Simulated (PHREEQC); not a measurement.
Solution (85 °C): 0.0021 mol/kgw Fe(NO3)3. Closed to the air; pH follows from the charge balance.

All values are PHREEQC results (ion-association model, phreeqc.dat), not measurements.

No solid was allowed to form.

Q: What pH, ionic strength does the model give?

A: pH 2.59; ionic strength 0.00775 mol/kgw.

Q: In which forms is Fe present?

A: FeOH+2 60 %, Fe(OH)2+ 37 %, Fe+3 1.9 %, Fe2(OH)2+4 1.2 % of the Fe.

Examples of supersaturated solids here: Hematite (slow to form), Goethite (slow to form). Others may be too. Constants without temperature data keep their 25 °C values here.
